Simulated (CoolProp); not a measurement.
1000 sccm (0 °C, 1 atm) of nitrogen bubbles through liquid n-nonane at 362.8 K and leaves saturated at a total pressure of 0.15 MPa (ideal gas phase). Each further row changes one setting.

Computed with CoolProp (reference Helmholtz-energy equation of state, Lemmon 2006). It is a short technical equation, of lower accuracy than the large ones.

```tsv
case	vapour pressure (kPa)	mole fraction of vapour	delivery (mg/min)	delivery (sccm)	change of delivery for a bath 1 K warmer (%)
as stated	14.3	0.0953	603	105	4.4
bath temperature 367.8 K	17.3	0.115	746	130	4.3
total pressure 0.3 MPa	14.3	0.0476	286	50.0	4.1
```
